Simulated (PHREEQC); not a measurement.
Consider water at 73 °C with 0.052 mmol/kgw Ca(HCO3)2 and 0.21 mmol/kgw CO2. Closed to the air; pH follows from the charge balance.

Model: ion-association model, phreeqc.dat, run in PHREEQC.

This is a speciation only: nothing precipitates in the calculation.

What pH does the model give?

pH 6.01.

In which forms is C present?

CO2 67 %, HCO3- 33 % of the C.

Complexes and solids missing from the database can't appear. Constants without temperature data keep their 25 °C values here.
